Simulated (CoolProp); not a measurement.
Vapour pressure (kPa) of cyclopentane: the reference equation beside estimates from Tc = 511.7 K, pc = 4583 kPa, ω = 0.202. Clausius-Clapeyron is anchored at 304.2 K with a constant enthalpy of vaporisation of 28.23 kJ/mol.

Values from CoolProp's reference Helmholtz-energy equation of state, Gedanitz 2015.

| T (K) | reference | Lee-Kesler | Clausius-Clapeyron | Redlich-Kwong | Soave-Redlich-Kwong | Peng-Robinson |
|---|---|---|---|---|---|---|
| 294 | 35.86 | 34.58 | 36.29 | 58.62 | 34.93 | 36.02 |
| 299.1 | 43.95 | 42.53 | 44.18 | 70.90 | 42.90 | 44.06 |
| 304.2 | 53.44 | 51.90 | 53.44 | 85.08 | 52.27 | 53.49 |
| 309.3 | 64.50 | 62.85 | 64.24 | 101.3 | 63.22 | 64.47 |
| 314.4 | 77.30 | 75.57 | 76.76 | 119.9 | 75.93 | 77.18 |
| 319.4 | 91.71 | 89.95 | 90.89 | 140.4 | 90.28 | 91.49 |
| 324.5 | 108.5 | 106.8 | 107.4 | 164.0 | 107.0 | 108.2 |
| 329.6 | 127.6 | 125.9 | 126.3 | 190.4 | 126.2 | 127.2 |
| 334.7 | 149.3 | 147.7 | 147.8 | 219.9 | 147.8 | 148.7 |
| 339.7 | 173.1 | 171.7 | 171.5 | 251.9 | 171.8 | 172.4 |
| 344.8 | 200.4 | 199.3 | 198.9 | 288.0 | 199.3 | 199.6 |
| 349.9 | 230.9 | 230.1 | 229.6 | 327.7 | 230.0 | 229.9 |

Absolute difference from the reference over all 12 rows, mean and median: Lee-Kesler 1.8 and 1.7 %, Clausius-Clapeyron 0.7 and 0.8 %, Redlich-Kwong 52.3 and 52.1 %, Soave-Redlich-Kwong 1.5 and 1.5 %, Peng-Robinson 0.3 and 0.3 %.
